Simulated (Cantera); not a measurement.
Si₃H₈ + HCl + N₂ + Cl₂ (silicon epitaxy and polysilicon growth)

A closed system holds: 1 mol Si₃H₈, 0.048 mol HCl, 6.2 mol N₂, 0.14 mol Cl₂, held at 1125 K and 1.73 Torr.

Method: chemical equilibrium by Gibbs-energy minimisation in Cantera with the NASA 1993 tables (ideal gas, pure condensed phases). Candidate condensed phases: NH₄Cl, Si, Si₃N₄; 28 gas species. The feed counts by its element totals alone. N₂ is the only nitrogen source here; it is nearly inert below about 1500 K, so the nitride shown seldom forms there in practice. Rates play no part.

```
Property                             Result
--------------------------------  ---------
x(N₂)                                 0.501
x(H₂)                                 0.460
x(HCl)                               0.0391
x(SiCl₂)                            1.14e-6
n(Si₃N₄(s))                       1.000 mol
gas amount                        8.388 mol
log10 activity of Si(s) (absent)      -3.79
```
